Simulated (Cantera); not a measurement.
A Cantera script and what it prints.

```python
import numpy as np
import cantera as ct

gas_names = [...]  # 136 gases of nasa_gas.yaml made of C, H, N, O
cond_names = """
    C(gr) C6H6(L) C7H8(L) C8H18(L),n-octa H2O(s) H2O(L)
""".split()


# ... load() reads the species with a 1 bar reference pressure and builds the phases ...
atoms = {
    'acetone': {'C': 3, 'H': 6, 'O': 1},
    'CO2': {'C': 1, 'O': 2},
    'N2': {'N': 2},
    'O2': {'O': 2},
}
top_T = {'C(gr)': 4500}  # K; cautious upper limits of use, not melting points


# ... equilibrate(T, P, feed) seeds the gas with the atoms and calls Mixture.equilibrate('TP', solver="vcs", rtol=1e-11, max_steps=5000) ...
results = []
feed = {'acetone': 1, 'CO2': 4, 'N2': 0.51, 'O2': 0.0092}  # mol
T = 2925  # K
P = 2300000  # Pa
mix = equilibrate(T, P, feed)
results.append((T, P, feed, dict(zip(mix.species_names, mix.species_moles))))
x = sorted(zip(gas.X, gas.species_names), reverse=True)
print(f"T = {T:g} K  P = {P:g} Pa  gas = {mix.phase_moles(0):.4g} mol")
print("   x: " + "  ".join(f"{s} {v:.3e}" for v, s in x if v > 1e-05))
print("   condensed (mol): " + ("  ".join(f"{mix.phase(i).name} {mix.phase_moles(i):.4g}"
      for i in range(1, mix.n_phases) if mix.phase_moles(i) > 1e-12) or "none"))
```

Result:

```
T = 2925 K  P = 2.3e+06 Pa  gas = 10.58 mol
   x: CO 5.963e-01  H2 1.545e-01  H2O 1.226e-01  CO2 6.530e-02  N2 4.814e-02  H 1.022e-02  OH 2.538e-03  NO 1.342e-04  O 1.038e-04  O2 3.276e-05  HCO 1.172e-05
   condensed (mol): none
```

Equilibrium computed with Cantera from the NASA thermochemical tables; the gas is ideal and each condensed phase is pure. The feed counts by its element totals alone.
